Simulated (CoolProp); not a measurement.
The numbers come from the reference Helmholtz-energy equation of state, Schroeder 2014 in CoolProp.

Task: Give the vapour pressure (bar), liquid density (kg/m³), vapour density (kg/m³), enthalpy of vaporisation (kJ/kg) of saturated ethanol at 56.75, 75.45 °C.

Result: 
```csv
T (°C),p (bar),liquid density (kg/m³),vapour density (kg/m³),enthalpy of vaporisation (kJ/kg)
56.75,0.403,757,0.690,882
75.45,0.900,739,1.48,854
```
